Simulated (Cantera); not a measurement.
Charge: 1 mol SiO₂, 2.3 mol CH₄, 1.3 mol CO, held at 100000 Pa.

These are equilibrium values from Cantera (NASA tables, ideal gas, pure condensed phases), not measurements of a reactor. Candidate condensed phases: C, C₆H₆, C₇H₈, C₈H₁₈, H₂O, Si, SiC, SiO₂; 123 gas species. Mutual solubility and eutectic melting of coexisting phases are not modelled. The tables hold silica as quartz up to 1696 K and as liquid above; real silica turns to tridymite and cristobalite and melts near 1996 K. The numbers say what is thermodynamically allowed, not how fast it happens.

x: gas mole fraction; n: condensed amount in mol.

```json
[
 {"T (K)": "873", "x H₂": "0.589", "x CO": "0.0609", "x CH₄": "0.156", "x H₂O": "0.153", "x CO₂": "0.0421", "x SiO": "<1e-12", "n C(graphite)": "2.47", "n SiO₂(β-quartz)": "1.00", "n SiC(s)": "0", "n SiO₂(condensed)": "0"},
 {"T (K)": "973", "x H₂": "0.704", "x CO": "0.146", "x CH₄": "0.0638", "x H₂O": "0.0641", "x CO₂": "0.0215", "x SiO": "<1e-12", "n C(graphite)": "2.41", "n SiO₂(β-quartz)": "1.00", "n SiC(s)": "0", "n SiO₂(condensed)": "0"},
 {"T (K)": "1073", "x H₂": "0.748", "x CO": "0.201", "x CH₄": "0.0257", "x H₂O": "0.0195", "x CO₂": "0.00567", "x SiO": "<1e-12", "n C(graphite)": "2.30", "n SiO₂(β-quartz)": "1.00", "n SiC(s)": "0", "n SiO₂(condensed)": "0"},
 {"T (K)": "1173", "x H₂": "0.765", "x CO": "0.216", "x CH₄": "0.0114", "x H₂O": "0.00587", "x CO₂": "0.00130", "x SiO": "1.15e-12", "n C(graphite)": "2.28", "n SiO₂(β-quartz)": "1.00", "n SiC(s)": "0", "n SiO₂(condensed)": "0"},
 {"T (K)": "1273", "x H₂": "0.773", "x CO": "0.219", "x CH₄": "0.00561", "x H₂O": "0.00202", "x CO₂": "0.000346", "x SiO": "2.76e-10", "n C(graphite)": "2.28", "n SiO₂(β-quartz)": "1.00", "n SiC(s)": "0", "n SiO₂(condensed)": "0"},
 {"T (K)": "1373", "x H₂": "0.776", "x CO": "0.220", "x CH₄": "…", "x H₂O": "…", "x CO₂": "…", "x SiO": "…", "n C(graphite)": "2.29", "n SiO₂(β-quartz)": "1.00", "n SiC(s)": "0", "n SiO₂(condensed)": "0"},
 {"T (K)": "1473", "x H₂": "0.777", "x CO": "0.220", "x CH₄": "0.00177", "x H₂O": "0.000359", "x CO₂": "4.11e-5", "x SiO": "1.68e-6", "n C(graphite)": "2.29", "n SiO₂(β-quartz)": "1.000", "n SiC(s)": "0", "n SiO₂(condensed)": "0"},
 {"T (K)": "1573", "x H₂": "0.778", "x CO": "0.220", "x CH₄": "0.00111", "x H₂O": "0.000178", "x CO₂": "1.75e-5", "x SiO": "5.58e-5", "n C(graphite)": "2.29", "n SiO₂(β-quartz)": "1.000", "n SiC(s)": "0", "n SiO₂(condensed)": "0"},
 {"T (K)": "1673", "x H₂": "0.731", "x CO": "…", "x CH₄": "…", "x H₂O": "…", "x CO₂": "…", "x SiO": "…", "n C(graphite)": "…", "n SiO₂(β-quartz)": "…", "n SiC(s)": "…", "n SiO₂(condensed)": "0"},
 {"T (K)": "1773", "x H₂": "0.613", "x CO": "0.380", "x CH₄": "0.000182", "x H₂O": "0.000133", "x CO₂": "2.22e-5", "x SiO": "0.00593", "n C(graphite)": "0", "n SiO₂(β-quartz)": "0", "n SiC(s)": "0.752", "n SiO₂(condensed)": "0.204"},
 {"T (K)": "1873", "x H₂": "0.592", "x CO": "0.375", "x CH₄": "6.02e-5", "x H₂O": "0.000159", "x CO₂": "2.45e-5", "x SiO": "0.0321", "n C(graphite)": "0", "n SiO₂(β-quartz)": "0", "n SiC(s)": "0.684", "n SiO₂(condensed)": "0.0671"}
]
```

Fill in the missing entries.


- 1673, x CO: 0.267
- 1673, x CH₄: 0.000649
- 1673, x H₂O: 0.000110
- 1673, x CO₂: 1.21e-5
- 1673, x SiO: 0.000999
- 1673, n C(graphite): 1.74
- 1673, n SiO₂(β-quartz): 0.810
- 1673, n SiC(s): 0.184
- 1373, x CH₄: 0.00303
- 1373, x H₂O: 0.000800
- 1373, x CO₂: 0.000110
- 1373, x SiO: 2.98e-8
